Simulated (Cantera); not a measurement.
An adiabatic, constant-pressure homogeneous reactor starts with C3H8 : O2 : N2 = 1 : 2.17 : 8.17 (molar parts), at 1275 K and 0.247 atm.

Model: GRI-Mech 3.0 (53 species, 325 reactions), integrated in Cantera. GRI-Mech 3.0 was tuned for natural gas; its chemistry of propane as a main component is partial and can be far from experiment.

Problem. Predict: time of steepest temperature rise; temperature at 0.300 s; equilibrium temperature; x(O2) at 0.300 s; x(HCN) at 0.300 s.

Solution. 
```json
{
 "time_of_steepest_temperature_rise": "3.16 ms",
 "temperature at 0.300 s": "2232 K",
 "equilibrium_temperature": "2232 K",
 "x(O2) at 0.300 s": "1.24e-6 (gas-phase equilibrium 1.24e-6)",
 "x(HCN) at 0.300 s": "1.25e-7 (gas-phase equilibrium 7.75e-8)"
}
```
